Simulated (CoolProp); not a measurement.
Vapour-liquid equilibrium of R1234ze(E) (1) + n-pentane (2) at 10.45 °C; x and y are mole fractions of (1).

The numbers come from the multi-fluid Helmholtz-energy mixture model, Thol 2016 and Thol 2019; pair parameters Bell 2016 in CoolProp.

Problem. Give the bubble pressure and the first vapour's composition at x = 0.425, 0.5, 0.95. Is there an azeotrope?

Solution. x = 0.425: 2.297 bar, y = 0.873; x = 0.5: 2.429 bar, y = 0.886; x = 0.95: 3.051 bar, y = 0.976. No azeotrope shows between x = 0.05 and 0.95.

Pair parameters are fitted to limited data, so mixtures are less certain than the pure fluids. With so large a gap from Raoult's law the liquid may split in two, which this calculation doesn't test in full.
